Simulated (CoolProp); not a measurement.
Vapour-liquid equilibrium of R143a (1) + dimethyl ether (2) at 175 kPa; x and y are mole fractions of (1).

The numbers come from the multi-fluid Helmholtz-energy mixture model, Lemmon and Jacobsen 2000 and Wu 2011; pair parameters Bell 2016 in CoolProp.

| x | bubble temperature (°C) | y at the bubble point | dew temperature at overall composition x (°C) | liquid density (mol/L) |
|---|---|---|---|---|
| 0.05 | -13.7 | 0.124 | -12.3 | 15.46 |
| 0.125 | -16.6 | 0.276 | -13.7 | 15.32 |
| 0.2 | -19.2 | 0.397 | -15.1 | 15.17 |
| 0.275 | -21.4 | 0.497 | -16.6 | 15.01 |
| 0.35 | -23.4 | 0.580 | -18.1 | 14.85 |
| 0.425 | -25.2 | 0.650 | -19.8 | 14.69 |
| 0.5 | -26.8 | 0.712 | -21.5 | 14.53 |
| 0.575 | -28.3 | 0.766 | -23.3 | 14.36 |
| 0.65 | -29.6 | 0.815 | -25.2 | 14.20 |
| 0.725 | -30.9 | 0.860 | -27.1 | 14.04 |
| 0.8 | -32.1 | 0.901 | -29.2 | 13.88 |
| 0.875 | -33.2 | 0.940 | -31.3 | 13.73 |
| 0.95 | -34.3 | 0.976 | -33.5 | 13.57 |

No azeotrope shows between x = 0.05 and 0.95.

Pair parameters are fitted to limited data, so mixtures are less certain than the pure fluids.
